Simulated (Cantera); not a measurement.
A Cantera script and what it prints.

```python
import numpy as np
import cantera as ct

gas_names = """
    CL CLO CL2 Fe FeCL FeCL2 FeCL3 FeO Fe(OH)2 Fe2CL4 Fe2CL6 H HCL HOCL HO2 H2 H2O H2O2 O OH O2 O3
""".split()
cond_names = """
    Fe(a) Fe(c) Fe(d) Fe(L) FeCL2(s) FeCL2(L) FeCL3(s) FeCL3(L) FeO(s) FeO(L) Fe(OH)2(s) Fe(OH)3(s)
    Fe2O3(s) Fe3O4(s) H2O(s) H2O(L)
""".split()


# ... load() reads the species with a 1 bar reference pressure and builds the phases ...
atoms = {
    'Fe2O3': {'Fe': 2, 'O': 3},
    'Cl2': {'CL': 2},
    'H2': {'H': 2},
}
top_T = {'Fe2O3(s)': 1830, 'Fe3O4(s)': 1870}  # K; cautious upper limits of use, not melting points


# ... equilibrate(T, P, feed) seeds the gas with the atoms and calls Mixture.equilibrate('TP', solver="vcs", rtol=1e-11, max_steps=5000) ...
results = []
feed = {'Fe2O3': 1, 'Cl2': 4.9, 'H2': 2.7}  # mol
P = 1000  # Pa
for T in [625, 675, 725, 775, 825, 875, 925, 975, 1025, 1075]:
    mix = equilibrate(T, P, feed)
    results.append((T, P, feed, dict(zip(mix.species_names, mix.species_moles))))
    x = sorted(zip(gas.X, gas.species_names), reverse=True)
    print(f"T = {T:g} K  P = {P:g} Pa  gas = {mix.phase_moles(0):.4g} mol")
    print("   x: " + "  ".join(f"{s} {v:.3e}" for v, s in x if v > 1e-06))
    print("   condensed (mol): " + ("  ".join(f"{mix.phase(i).name} {mix.phase_moles(i):.4g}"
          for i in range(1, mix.n_phases) if mix.phase_moles(i) > 1e-12) or "none"))
```

It prints:

```
T = 625 K  P = 1000 Pa  gas = 7.586 mol
   x: HCL 7.046e-01  CL2 2.900e-01  H2O 3.643e-03  FeCL3 1.162e-03  Fe2CL6 6.341e-04
   condensed (mol): Fe2O3(s) 0.9908
T = 675 K  P = 1000 Pa  gas = 7.586 mol
   x: HCL 7.030e-01  CL2 2.900e-01  H2O 4.379e-03  FeCL3 2.281e-03  Fe2CL6 3.232e-04  O2 6.415e-06  CL 1.626e-06
   condensed (mol): Fe2O3(s) 0.9889
T = 725 K  P = 1000 Pa  gas = 7.585 mol
   x: HCL 7.007e-01  CL2 2.900e-01  H2O 5.593e-03  FeCL3 3.515e-03  Fe2CL6 1.355e-04  O2 4.460e-05  CL 7.386e-06  FeCL2 1.486e-06
   condensed (mol): Fe2O3(s) 0.9856
T = 775 K  P = 1000 Pa  gas = 7.583 mol
   x: HCL 6.981e-01  CL2 2.896e-01  H2O 7.039e-03  FeCL3 4.903e-03  O2 2.508e-04  Fe2CL6 5.870e-05  CL 2.765e-05  FeCL2 6.800e-06
   condensed (mol): Fe2O3(s) 0.9809
T = 825 K  P = 1000 Pa  gas = 7.582 mol
   x: HCL 6.956e-01  CL2 2.880e-01  H2O 8.297e-03  FeCL3 6.848e-03  O2 1.054e-03  CL 8.815e-05  Fe2CL6 3.084e-05  FeCL2 2.701e-05
   condensed (mol): Fe2O3(s) 0.9737
T = 875 K  P = 1000 Pa  gas = 7.587 mol
   x: HCL 6.939e-01  CL2 2.835e-01  FeCL3 1.009e-02  H2O 8.955e-03  O2 3.201e-03  CL 2.453e-04  FeCL2 1.010e-04  Fe2CL6 2.112e-05
   condensed (mol): Fe2O3(s) 0.9612
T = 925 K  P = 1000 Pa  gas = 7.599 mol
   x: HCL 6.925e-01  CL2 2.746e-01  FeCL3 1.545e-02  H2O 9.023e-03  O2 7.371e-03  CL 6.064e-04  FeCL2 3.573e-04  Fe2CL6 1.778e-05
   condensed (mol): Fe2O3(s) 0.9398
T = 975 K  P = 1000 Pa  gas = 7.623 mol
   x: HCL 6.908e-01  CL2 2.605e-01  FeCL3 2.339e-02  O2 1.403e-02  H2O 8.813e-03  CL 1.351e-03  FeCL2 1.161e-03  Fe2CL6 1.635e-05  HOCL 1.279e-06  CLO 1.067e-06
   condensed (mol): Fe2O3(s) 0.9063
T = 1025 K  P = 1000 Pa  gas = 7.662 mol
   x: HCL 6.876e-01  CL2 2.404e-01  FeCL3 3.370e-02  O2 2.354e-02  H2O 8.590e-03  FeCL2 3.384e-03  CL 2.743e-03  Fe2CL6 1.497e-05  CLO 2.450e-06  HOCL 1.820e-06
   condensed (mol): Fe2O3(s) 0.8578
T = 1075 K  P = 1000 Pa  gas = 7.725 mol
   x: HCL 6.820e-01  CL2 2.143e-01  FeCL3 4.512e-02  O2 3.618e-02  FeCL2 8.767e-03  H2O 8.509e-03  CL 5.109e-03  Fe2CL6 1.283e-05  CLO 4.997e-06  Fe2CL4 2.645e-06  HOCL 2.448e-06
   condensed (mol): Fe2O3(s) 0.7918
```

Equilibrium computed with Cantera from the NASA thermochemical tables; the gas is ideal and each condensed phase is pure. Condensed phases not in the tables: FeOCl.
